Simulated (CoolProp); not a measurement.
Vapour-liquid equilibrium of n-pentane (1) + benzene (2) at 366.9 K; x and y are mole fractions of (1).

The numbers come from the multi-fluid Helmholtz-energy mixture model, Thol 2019 and Thol 2012; pair parameters Bell 2016 in CoolProp.

Give the bubble pressure and the first vapour's composition at x = 0.35, 0.45, 0.85. Is there an azeotrope?

x = 0.35: 0.3162 MPa, y = 0.649; x = 0.45: 0.3498 MPa, y = 0.718; x = 0.85: 0.4694 MPa, y = 0.926. No azeotrope shows between x = 0.05 and 0.95.

The pair parameters rest on a limited set of measurements; away from them the model extrapolates.
